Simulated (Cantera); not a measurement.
A perfectly stirred reactor is fed with 5.80 % CH₄, 19.8 % O₂, 74.4 % N₂, equivalence ratio 0.59, at 0.987 atm; it is adiabatic with a 550 K inlet, and is followed from long to short residence time, starting on the burning branch (τ in s: 0.03, 0.017, 0.0092, 0.0051, 0.0028, 0.0016, 0.00088, 0.00049, 0.00027, 0.00015, 8.4e-05, 4.7e-05, 2.6e-05).

Model: GRI-Mech 3.0 (53 species, 325 reactions), integrated in Cantera.

Task: Predict: blow-out, bracketed by the residence times tried; x(CH₄) at τ = 30.0 ms; x(O₂) at τ = 30.0 ms; x(CO) at τ = 30.0 ms; x(H₂) at τ = 30.0 ms; x(CH₄) at τ = 0.880 ms; x(O₂) at τ = 0.880 ms; x(CO) at τ = 0.880 ms; x(H₂) at τ = 0.880 ms.

Result: 
```json
{
  "blow_out_bracketed_by_the_residence_times_tried": "burning at 0.150 ms, out at 84.0 µs",
  "x(CH₄) at τ = 30.0 ms": "1.93e-5",
  "x(O₂) at τ = 30.0 ms": "0.0814",
  "x(CO) at τ = 30.0 ms": "0.000746",
  "x(H₂) at τ = 30.0 ms": "0.000236",
  "x(CH₄) at τ = 0.880 ms": "0.000209",
  "x(O₂) at τ = 0.880 ms": "0.0838",
  "x(CO) at τ = 0.880 ms": "0.00676",
  "x(H₂) at τ = 0.880 ms": "0.00178"
}
```
